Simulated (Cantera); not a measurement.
Reactions in the system F-S

Cantera with NASA thermochemical tables; ideal gases at 1 bar, condensed phases pure. Values are per mole of reaction as written; species without (g) are pure solids or liquids, kept so even where they would boil at 1 bar.

S + 2 F2(g) = SF4(g)

```tsv
T (K)	ΔH° (kJ)	ΔS° (J/K)	ΔG° (kJ)	log10 K	condensed phases
300	-763.2	-138.0	-721.8	125.67	S(s)
623	-768.9	-151.4	-674.6	56.56	S(l)
673	-769.2	-151.8	-667.0	51.77	S(l)
723	-769.3	-152.0	-659.4	47.64	S(l)
773	-769.4	-152.1	-651.8	44.05	S(l)
823	-769.5	-152.3	-644.2	40.89	S(l)
873	-769.7	-152.5	-636.6	38.09	S(l)
923	-769.9	-152.7	-629.0	35.59	S(l)
```

SF6(g) = S + 3 F2(g)

```csv
T (K),ΔH° (kJ),ΔS° (J/K),ΔG° (kJ),log10 K,condensed phases
300,1220.5,349.0,1115.8,-194.28,S(s)
623,1226.9,364.4,999.8,-83.83,S(l)
673,1226.9,364.5,981.6,-76.19,S(l)
723,1226.8,364.3,963.4,-69.60,S(l)
773,1226.6,364.0,945.2,-63.87,S(l)
823,1226.3,363.7,927.0,-58.83,S(l)
873,1226.1,363.5,908.8,-54.38,S(l)
923,1226.0,363.3,890.6,-50.40,S(l)
```
